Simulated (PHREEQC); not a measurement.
A PHREEQC input (ion-association model, phreeqc.dat):

```
SOLUTION 1
  temp 25
  units mg/kgw
  pH 6.48
  pe 0.6
  Na 0.56
  K 2.47
  Ca 2.18
  Mg 0.0696
  Cl 4.61
  S(6) 1.5 as S
  Alkalinity 2.22 as HCO3
  F 0.0885
  Zn 0.0371
  Br 0.00434
  B 0.000313
  Li 0.00448
END
USE solution 1
EQUILIBRIUM_PHASES 1
  Quartz 0 0.5
  CO2(g) -2 10
END
```

The run finishes without an error or a warning.

Its last state differs from that of the intended input:

| quantity | as run | intended |
|---|---|---|
| ionic strength (mol/kgw) | 0.000341 | 0.000280 |
| CaSO4 (mol/kgw) | 3.76e-7 | 1.28e-7 |
| MgSO4 (mol/kgw) | 2.60e-8 | 8.87e-9 |
| KSO4- (mol/kgw) | 1.89e-8 | 6.36e-9 |
| HSO4- (mol/kgw) | 1.62e-8 | 5.44e-9 |

### Question
One thing in the input isn't as intended. What explains the difference?

### Answer
One answer among several that fit: The fault: sulfate typed 'as S' though the number is for SO4. The line should read `as SO4` where the input has `as S`.
